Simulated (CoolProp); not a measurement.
A single-stage vapour-compression cycle with R236FA: evaporating at 246.15 K (dew point), condensing at 284.15 K (bubble point), superheat 10 K, subcooling 5 K, compressor efficiency 0.6, no pressure losses. Each further row changes one setting.

Values from CoolProp's reference Helmholtz-energy equation of state, Pan 2012.

```json
[
 {"case": "as stated", "cooling COP": "?", "pressure ratio": "5.42", "discharge temperature (K)": "309.8", "refrigerating effect (kJ/kg)": "140", "volumetric capacity (kJ/m³)": "311"},
 {"case": "evaporating temperature 251.15 K", "cooling COP": "4.15", "pressure ratio": "4.19", "discharge temperature (K)": "307.0", "refrigerating effect (kJ/kg)": "144", "volumetric capacity (kJ/m³)": "407"},
 {"case": "condensing temperature 279.15 K", "cooling COP": "4.07", "pressure ratio": "?", "discharge temperature (K)": "?", "refrigerating effect (kJ/kg)": "146", "volumetric capacity (kJ/m³)": "325"},
 {"case": "subcooling 10 K", "cooling COP": "?", "pressure ratio": "5.42", "discharge temperature (K)": "309.8", "refrigerating effect (kJ/kg)": "146", "volumetric capacity (kJ/m³)": "325"},
 {"case": "superheat 20 K", "cooling COP": "3.49", "pressure ratio": "5.42", "discharge temperature (K)": "?", "refrigerating effect (kJ/kg)": "?", "volumetric capacity (kJ/m³)": "315"},
 {"case": "compressor efficiency 0.5", "cooling COP": "?", "pressure ratio": "5.42", "discharge temperature (K)": "?", "refrigerating effect (kJ/kg)": "140", "volumetric capacity (kJ/m³)": "311"}
]
```

Question: Some entries are withheld; supply them.

Answer: 
- as stated, cooling COP: 3.45
- condensing temperature 279.15 K, pressure ratio: 4.48
- condensing temperature 279.15 K, discharge temperature (K): 303.7
- subcooling 10 K, cooling COP: 3.60
- superheat 20 K, discharge temperature (K): 320.6
- superheat 20 K, refrigerating effect (kJ/kg): 148
- compressor efficiency 0.5, cooling COP: 2.88
- compressor efficiency 0.5, discharge temperature (K): 319.2
